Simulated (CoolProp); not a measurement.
Vapour pressure (MPa) of n-perfluorobutane: the reference equation beside estimates from Tc = 386.3 K, pc = 2.322 MPa, ω = 0.372. Clausius-Clapeyron is anchored at 288.3 K with a constant enthalpy of vaporisation of 21.84 kJ/mol.

The numbers come from the reference Helmholtz-energy equation of state, Gao 2022 in CoolProp.

| T (K) | reference | Lee-Kesler | Clausius-Clapeyron | van der Waals | Redlich-Kwong | Soave-Redlich-Kwong | Peng-Robinson |
|---|---|---|---|---|---|---|---|
| 253.6 | 0.04717 | 0.04711 | 0.05533 | 0.3327 | 0.1152 | 0.04717 | 0.04766 |
| 260.5 | 0.06471 | 0.06468 | 0.07279 | 0.3836 | 0.1469 | 0.06468 | 0.06504 |
| 267.4 | 0.08702 | 0.08706 | 0.09442 | 0.4394 | 0.1845 | 0.08700 | 0.08712 |
| 274.4 | 0.1154 | 0.1155 | 0.1213 | 0.5013 | 0.2294 | 0.1154 | 0.1152 |
| 281.3 | 0.1499 | 0.1502 | 0.1534 | 0.5675 | 0.2808 | 0.1501 | 0.1494 |
| 288.3 | 0.1924 | 0.1931 | 0.1924 | 0.6403 | 0.3408 | 0.1931 | 0.1916 |
| 295.2 | 0.2429 | 0.2438 | 0.2381 | 0.7176 | 0.4083 | 0.2442 | 0.2418 |
| 302.1 | 0.3028 | 0.3041 | 0.2917 | 0.8006 | 0.4846 | 0.3050 | 0.3016 |
| 309.1 | 0.3743 | 0.3761 | 0.3552 | 0.8908 | 0.5717 | 0.3779 | 0.3733 |
| 316 | 0.4566 | 0.4588 | 0.4276 | 0.9858 | 0.6675 | 0.4620 | 0.4560 |
| 322.9 | 0.5517 | 0.5545 | 0.5107 | 1.087 | 0.7737 | 0.5595 | 0.5520 |
| 329.9 | 0.6627 | 0.6660 | 0.6069 | 1.196 | 0.8926 | 0.6734 | 0.6644 |
| 336.8 | 0.7878 | 0.7917 | 0.7144 | 1.310 | 1.021 | 0.8018 | 0.7914 |
| 343.7 | 0.9298 | 0.9345 | 0.8354 | 1.430 | 1.162 | 0.9476 | 0.9360 |
| 350.7 | 1.093 | 1.099 | 0.9731 | 1.559 | 1.318 | 1.115 | 1.102 |

Absolute difference from the reference over all 15 rows, mean and median: Lee-Kesler 0.3 and 0.4 %, Clausius-Clapeyron 7.3 and 7.4 %, van der Waals 220.2 and 164.4 %, Redlich-Kwong 68.2 and 60.0 %, Soave-Redlich-Kwong 0.8 and 0.7 %, Peng-Robinson 0.4 and 0.4 %.
